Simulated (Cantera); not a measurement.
**Equilibrium for carbothermic reduction: CuO + CH4 + N2**

Charge: 1 mol CuO, a varied amount of CH4, 1 mol N2, at 1327 °C and 0.203 Torr.

Method: chemical equilibrium by Gibbs-energy minimisation in Cantera with the NASA 1993 tables (ideal gas, pure condensed phases). Candidate condensed phases: C, C6H6, C7H8, C8H18, Cu, CuO, Cu(OH)2, Cu2O, H2O; 139 gas species. Equilibrium is a limit: real reactors are often held back by kinetics, nucleation or transport.

| n(CH4) (mol) | x H2 | x N2 | x CO | x H2O | x Cu | x CO2 | n Cu(l) | n C(graphite) |
|---|---|---|---|---|---|---|---|---|
| 0.41 | 0.135 | 0.382 | 0.109 | 0.178 | 0.147 | 0.0477 | 0.614 | 0 |
| 0.59 | 0.258 | 0.308 | 0.160 | 0.104 | 0.147 | 0.0216 | 0.520 | 0 |
| 0.77 | 0.345 | 0.257 | 0.189 | 0.0500 | 0.147 | 0.00912 | 0.427 | 0 |
| 0.95 | 0.410 | 0.221 | 0.209 | 0.00946 | 0.147 | 0.00160 | 0.333 | 0 |
| 1.1 | 0.445 | 0.202 | 0.203 | 2.13e-8 | 0.147 | 3.23e-9 | 0.273 | 0.0968 |
| 1.3 | 0.480 | 0.185 | 0.185 | 2.10e-8 | 0.147 | 2.69e-9 | 0.203 | 0.296 |
| 1.5 | 0.509 | 0.170 | 0.170 | 2.05e-8 | 0.147 | 2.28e-9 | 0.134 | 0.496 |
| 1.7 | 0.535 | 0.157 | 0.158 | 1.99e-8 | 0.147 | 1.95e-9 | 0.0647 | 0.696 |
| 1.9 | 0.557 | 0.147 | 0.147 | 1.93e-8 | 0.147 | 1.69e-9 | 0 | 0.896 |
| 2 | 0.569 | 0.142 | 0.143 | 1.92e-8 | 0.142 | 1.60e-9 | 0 | 0.996 |
| 2.2 | 0.592 | 0.135 | 0.135 | 1.89e-8 | 0.135 | 1.43e-9 | 0 | 1.20 |
x: gas mole fraction; n: condensed amount in mol.

From 0.41 mol CH4 to 0.95 mol CH4 the condensed part is Cu(l). From 1.1 mol CH4 to 1.7 mol CH4 the condensed part is C(graphite) + Cu(l). From 1.9 mol CH4 to 2.2 mol CH4 the condensed part is C(graphite). The main Cu-bearing gas is Cu throughout.
